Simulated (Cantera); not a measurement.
Input (Python, Cantera) and output of one run.

```python
import numpy as np
import cantera as ct

gas_names = """
    H HO2 H2 H2O H2O2 O OH O2 O3 Si SiH SiH2 SiH3 SiH4 SiO SiO2 Si2 Si3
""".split()
cond_names = """
    H2O(s) H2O(L) Si(cr) Si(L) SiO2(Lqz) SiO2(hqz) SiO2(L)
""".split()


# ... load() reads the species with a 1 bar reference pressure and builds the phases ...
atoms = {
    'Si2H6': {'Si': 2, 'H': 6},
    'O3': {'O': 3},
    'H2': {'H': 2},
}
top_T = {}  # K; cautious upper limits of use, not melting points


# ... equilibrate(T, P, feed) seeds the gas with the atoms and calls Mixture.equilibrate('TP', solver="vcs", rtol=1e-11, max_steps=5000) ...
results = []
feed = {'Si2H6': 1, 'O3': 2.5, 'H2': 3.6}  # mol
P = 8200  # Pa
for T in [598, 698, 798, 898, 998, 1098, 1198]:
    mix = equilibrate(T, P, feed)
    results.append((T, P, feed, dict(zip(mix.species_names, mix.species_moles))))
    x = sorted(zip(gas.X, gas.species_names), reverse=True)
    print(f"T = {T:g} K  P = {P:g} Pa  gas = {mix.phase_moles(0):.4g} mol")
    print("   x: " + "  ".join(f"{s} {v:.3e}" for v, s in x if v > 0.001))
    print("   condensed (mol): " + ("  ".join(f"{mix.phase(i).name} {mix.phase_moles(i):.4g}"
          for i in range(1, mix.n_phases) if mix.phase_moles(i) > 1e-12) or "none"))
```

Output:

```
T = 598 K  P = 8200 Pa  gas = 6.6 mol
   x: H2O 5.303e-01  H2 4.697e-01
   condensed (mol): SiO2(Lqz) 2
T = 698 K  P = 8200 Pa  gas = 6.6 mol
   x: H2O 5.303e-01  H2 4.697e-01
   condensed (mol): SiO2(Lqz) 2
T = 798 K  P = 8200 Pa  gas = 6.6 mol
   x: H2O 5.303e-01  H2 4.697e-01
   condensed (mol): SiO2(Lqz) 2
T = 898 K  P = 8200 Pa  gas = 6.6 mol
   x: H2O 5.303e-01  H2 4.697e-01
   condensed (mol): SiO2(hqz) 2
T = 998 K  P = 8200 Pa  gas = 6.6 mol
   x: H2O 5.303e-01  H2 4.697e-01
   condensed (mol): SiO2(hqz) 2
T = 1098 K  P = 8200 Pa  gas = 6.6 mol
   x: H2O 5.303e-01  H2 4.697e-01
   condensed (mol): SiO2(hqz) 2
T = 1198 K  P = 8200 Pa  gas = 6.6 mol
   x: H2O 5.303e-01  H2 4.697e-01
   condensed (mol): SiO2(hqz) 2
```

Cantera equilibrium calculation (NASA polynomials, part measured and part estimated; ideal gas, pure solids and liquids). The feed counts by its element totals alone. The tables hold silica as quartz up to 1696 K and as liquid above; real silica turns to tridymite and cristobalite and melts near 1996 K.
